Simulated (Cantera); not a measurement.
Feed: 1 mol Cu, 19 mol HF, 47 mol N2, held at 50.0 Pa.

These are equilibrium values from Cantera (NASA tables, ideal gas, pure condensed phases), not measurements of a reactor. Candidate condensed phases: Cu, CuF2; 25 gas species. Rates play no part.

Q: Which condensed phases are stable at each of these points (T (K)): 923, 1023, 1123, 1223, 1323, 1423, 1523?

A: 
| T (K) | condensed phases | Cu condensed (%) |
|---|---|---|
| 923 | Cu(s) | 100.0 |
| 1023 | Cu(s) | 100.0 |
| 1123 | Cu(s) | 99.7 |
| 1223 | Cu(s) | 98.5 |
| 1323 | Cu(s) | 92.1 |
| 1423 | Cu(l) | 59.8 |
| 1523 | gas only | 0.0 |

From 923 K to 1323 K the condensed part is Cu(s). At 1423 K the condensed part is Cu(l). At 1523 K nothing is condensed.
